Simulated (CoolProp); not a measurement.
Model: reference Helmholtz-energy equation of state, Thol 2016, in CoolProp.

Task: For R1234ze(E), give the phase and the cv (kJ/(kg K)), expansivity (1/kK), viscosity (µPa s), conductivity (mW/(m K)) at 258.5 K and 5.77 MPa; 258.5 K and 8.08 MPa.

Result: 
- 258.5 K and 5.77 MPa: liquid; cv 0.876, expansivity 2.00, viscosity 336, conductivity 91.4
- 258.5 K and 8.08 MPa: liquid; cv 0.877, expansivity 1.94, viscosity 347, conductivity 92.6

Viscosity comes from a separate model (Bell 2016), an estimate that may be off by 10 % or more. Thermal conductivity comes from a separate model (Perkins 2011).
